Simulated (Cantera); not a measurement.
Input: 1 mol C2H5OH, 2 mol NH3, 0.2 mol N2, at 1075 K and 9600 Pa.

Cantera equilibrium calculation (NASA polynomials, part measured and part estimated; ideal gas, pure solids and liquids). Candidate condensed phases: C, C6H6, C7H8, C8H18, H2O; 136 gas species. Kinetics and transport are ignored.

Base state: H2 0.729, N2 0.147, CO 0.121, CH4 0.00230, H2O 0.00107, CO2 0.000191 (mole fractions); condensed: C(graphite).

What changes in the equilibrium state with this change: pressure from 9600 Pa to 133 Pa?


```tsv
species	before	after
H2	0.729	0.732
N2	0.147	0.146
CO	0.121	0.122
CH4	0.00230	3.22e-5
H2O	0.00107	1.50e-5
CO2	0.000191	2.69e-6
C(graphite), mol	0.991	1.000
```
